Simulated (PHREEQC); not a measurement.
Solution (30 °C): 0.003 mol/kgw HBr, 0.00044 mol/kgw NaCl and 0.068 mol/kgw MgCl2. Closed to the air; pH follows from the charge balance.

Equilibrium calculation in PHREEQC: ion-association model, phreeqc.dat.

Precipitation was switched off in this run.

**Question.** Estimate the pH, density.

**Answer.** pH 2.62; density 1.001 g/cm³.
